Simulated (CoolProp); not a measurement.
Vapour-liquid equilibrium of R134a (1) + R1234ze(E) (2) at 0.0869 MPa; x and y are mole fractions of (1).

The numbers come from the multi-fluid Helmholtz-energy mixture model, Tillner-Roth 1994 and Thol 2016; pair parameters Bell 2022 in CoolProp.

**Question.** Give the bubble temperature and the first vapour's composition at x = 0.05, 0.2, 0.35. Is there an azeotrope?

**Answer.** x = 0.05: -23.2 °C, y = 0.080; x = 0.2: -25.0 °C, y = 0.277; x = 0.35: -26.3 °C, y = 0.435. No azeotrope shows between x = 0.05 and 0.95.

Pair parameters are fitted to limited data, so mixtures are less certain than the pure fluids.
